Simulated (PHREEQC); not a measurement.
**Brine: speciation**

Make-up at 20 °C: 1.8 mol/kgw KOH and 0.92 mol/kgw KCl. It is in equilibrium with CO2 at log p = -1 (atm). Otherwise closed; pH follows from the charge balance.

Equilibrium calculation in PHREEQC: Pitzer model, pitzer.dat.

Each row changes one thing in this solution. This is a speciation only: nothing precipitates in the calculation.

```json
[
 {"case": "as made", "pH": "8.65", "ionic strength (mol/kgw)": "2.90", "HCO3- (mol/kgw)": "1.43", "CO3-2 (mol/kgw)": "0.184", "CO2 (mol/kgw)": "0.00299"},
 {"case": "temperature from 20 to 45 °C", "pH": "[?]", "ionic strength (mol/kgw)": "3.03", "HCO3- (mol/kgw)": "1.18", "CO3-2 (mol/kgw)": "0.308", "CO2 (mol/kgw)": "0.00164"},
 {"case": "KOH from 1.8 to 0.9 mol/kgw", "pH": "8.43", "ionic strength (mol/kgw)": "1.88", "HCO3- (mol/kgw)": "0.789", "CO3-2 (mol/kgw)": "0.0557", "CO2 (mol/kgw)": "0.00328"},
 {"case": "0.03 mol/kgw CO2 added", "pH": "8.65", "ionic strength (mol/kgw)": "2.90", "HCO3- (mol/kgw)": "1.43", "CO3-2 (mol/kgw)": "0.184", "CO2 (mol/kgw)": "0.00299"},
 {"case": "KCl left out", "pH": "8.65", "ionic strength (mol/kgw)": "1.97", "HCO3- (mol/kgw)": "1.47", "CO3-2 (mol/kgw)": "0.166", "CO2 (mol/kgw)": "0.00326"},
 {"case": "diluted 2-fold with water", "pH": "8.44", "ionic strength (mol/kgw)": "1.41", "HCO3- (mol/kgw)": "0.798", "CO3-2 (mol/kgw)": "0.0509", "CO2 (mol/kgw)": "0.00342"},
 {"case": "0.68 mol/kgw Na2CO3 added", "pH": "8.71", "ionic strength (mol/kgw)": "4.53", "HCO3- (mol/kgw)": "2.26", "CO3-2 (mol/kgw)": "0.450", "CO2 (mol/kgw)": "0.00238"},
 {"case": "0.99 mol/kgw NaHCO3 added", "pH": "8.70", "ionic strength (mol/kgw)": "4.08", "HCO3- (mol/kgw)": "2.04", "CO3-2 (mol/kgw)": "0.374", "CO2 (mol/kgw)": "0.00253"},
 {"case": "KOH from 1.8 to 0.18 mol/kgw", "pH": "[?]", "ionic strength (mol/kgw)": "1.10", "HCO3- (mol/kgw)": "0.175", "CO3-2 (mol/kgw)": "0.00248", "CO2 (mol/kgw)": "0.00353"}
]
```

Question: Fill in the missing entries.

Answer: 
- temperature from 20 to 45 °C, pH: 8.79
- KOH from 1.8 to 0.18 mol/kgw, pH: 7.82

Complexes and solids missing from the database can't appear. In brines, pH and single-ion activities rest on the MacInnes convention. Away from 25 °C the constants follow the database's enthalpies or fits; those with neither stay at their 25 °C values.
